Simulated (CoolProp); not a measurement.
Vapour-liquid equilibrium of toluene (1) + ethylbenzene (2) at 0.0832 bar; x and y are mole fractions of (1).

Values from CoolProp's multi-fluid Helmholtz-energy mixture model, Lemmon 2006 and Zhou 2012; pair parameters Bell 2016.

```csv
x,"bubble temperature, mixture model (K)","bubble temperature, Raoult's law (K)","y, mixture model","y, Raoult's law"
0.05,334.1,334.2,0.118,0.116
0.15,331.1,331.1,0.306,0.308
0.25,328.5,328.4,0.452,0.460
0.35,326.2,326.0,0.571,0.582
0.45,324.1,323.7,0.671,0.681
0.55,322.1,321.7,0.755,0.763
0.65,320.2,319.8,0.828,0.832
0.75,318.4,318.1,0.889,0.889
0.85,316.7,316.5,0.941,0.939
0.95,315.1,315.0,0.982,0.981
```

The largest gap from Raoult's law is +0.4 K in bubble temperature, at x = 0.55. No azeotrope shows between x = 0.05 and 0.95.

Pair parameters are fitted to limited data, so mixtures are less certain than the pure fluids.
